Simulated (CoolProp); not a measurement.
Vapour-liquid equilibrium of n-hexane (1) + cyclohexane (2) at 0.0129 MPa; x and y are mole fractions of (1).

Model: multi-fluid Helmholtz-energy mixture model, Thol 2019 and Zhou 2014; pair parameters Bell 2016, in CoolProp.

```tsv
x	bubble temperature (K)	y at the bubble point	dew temperature at overall composition x (K)	liquid density (mol/L)
0.05	297.1	0.084	297.5	9.114
0.125	296.0	0.196	296.7	8.989
0.2	295.0	0.294	296.0	8.866
0.275	294.2	0.383	295.2	8.745
0.35	293.3	0.463	294.5	8.627
0.425	292.6	0.537	293.7	8.511
0.5	291.9	0.607	293.0	8.398
0.575	291.3	0.672	292.2	8.287
0.65	290.7	0.735	291.5	8.178
0.725	290.1	0.795	290.8	8.072
0.8	289.6	0.853	290.1	7.968
0.875	289.1	0.910	289.4	7.866
0.95	288.6	0.964	288.7	7.767
```

No azeotrope shows between x = 0.05 and 0.95.

Pair parameters are fitted to limited data, so mixtures are less certain than the pure fluids.
